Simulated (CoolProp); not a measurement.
n-pentane at several states: density (kg/m³) from the reference equation and from simpler models built on Tc = 196.5 °C, pc = 3.368 MPa, ω = 0.251; each cubic takes its own stable root.

Values from CoolProp's reference Helmholtz-energy equation of state, Thol 2019.

```json
[
 {"T (°C)": "-87.55", "p (MPa)": "0.0344", "phase": "liquid", "reference": "725.4"},
 {"T (°C)": "12.15", "p (MPa)": "4.63", "phase": "liquid", "reference": "639.0"},
 {"T (°C)": "-78.15", "p (MPa)": "12.3", "phase": "liquid", "reference": "723.9"},
 {"T (°C)": "-73.45", "p (MPa)": "2.52", "phase": "liquid", "reference": "714.3"},
 {"T (°C)": "106.35", "p (MPa)": "0.0609", "phase": "gas", "reference": "1.411"},
 {"T (°C)": "18.05", "p (MPa)": "0.0577", "phase": "liquid", "reference": "628.1"}
]
```

Task: How far does each simpler model (van der Waals, Redlich-Kwong, Soave-Redlich-Kwong, Peng-Robinson) lie from the reference over these 6 states: mean and median of the absolute difference, and the worst?

Result: 
- van der Waals: mean 43.2 %, median 39.8 %, worst -99.7 % at 18.05 °C and 0.0577 MPa
- Redlich-Kwong: mean 24.1 %, median 11.2 %, worst -99.7 % at 18.05 °C and 0.0577 MPa
- Soave-Redlich-Kwong: mean 8.0 %, median 9.4 %, worst -10.6 % at -87.55 °C and 0.0344 MPa
- Peng-Robinson: mean 1.3 %, median 0.7 %, worst +3.2 % at 12.15 °C and 4.63 MPa

At some of these states van der Waals, Redlich-Kwong gives the other phase, because its saturation line lies elsewhere.
